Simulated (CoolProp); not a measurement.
The fluid at 298.15 K and 0.0104 MPa is compressed adiabatically to 0.0243 MPa with isentropic efficiency 0.9. The same conditions are run with several fluids, on thermodynamics alone (safety and materials aside).

Computed with CoolProp (reference Helmholtz-energy equation of state of each fluid (the fluoroketone C6F12O (FK-5-1-12): McLinden 2015; ethane: Bücker 2006; propane: Lemmon 2009; fluoroethane (R161): Wu 2012; R11: Jacobsen 1992)).

```
fluid                                work (kJ/kg)  final temperature (K)  final density (kg/m³)
-----------------------------------  ------------  ---------------------  ---------------------
the fluoroketone C6F12O (FK-5-1-12)          7.40                  307.1                   3.06
ethane                                       83.0                    ___                    ___
propane                                       ___                  330.3                  0.391
fluoroethane (R161)                          51.5                  337.9                    ___
R11                                           ___                    ___                    ___
```

### Question
Some entries are withheld; supply them.

### Answer

- ethane, final temperature (K): 343.4
- ethane, final density (kg/m³): 0.256
- propane, work (kJ/kg): 55.5
- fluoroethane (R161), final density (kg/m³): 0.417
- R11, work (kJ/kg): 17.7
- R11, final temperature (K): 328.7
- R11, final density (kg/m³): 1.23
